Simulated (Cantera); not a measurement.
Charge: 1 mol toluene, 0.024 mol O2, 4.7 mol H2, 0.018 mol NH3, equilibrated at 1075 °C and 0.133 bar.

These are equilibrium values from Cantera (NASA tables, ideal gas, pure condensed phases), not measurements of a reactor. Candidate condensed phases: C, C6H6, C7H8, C8H18, H2O; 136 gas species. Equilibrium is a limit: real reactors are often held back by kinetics, nucleation or transport.

**Question.** What is the equilibrium state?

**Answer.** 
| Property | Result |
|---|---|
| x(H2) | 0.993 |
| x(CO) | 0.00546 |
| x(N2) | 0.00102 |
| x(CH4) | 0.000767 |
| x(HCN) | 1.02e-5 |
| x(H) | 6.31e-6 |
| x(H2O) | 4.22e-6 |
| x(C2H2 (acetylene)) | 1.19e-6 |
| n(C(graphite)) | 6.95 mol |
| gas amount | 8.777 mol |
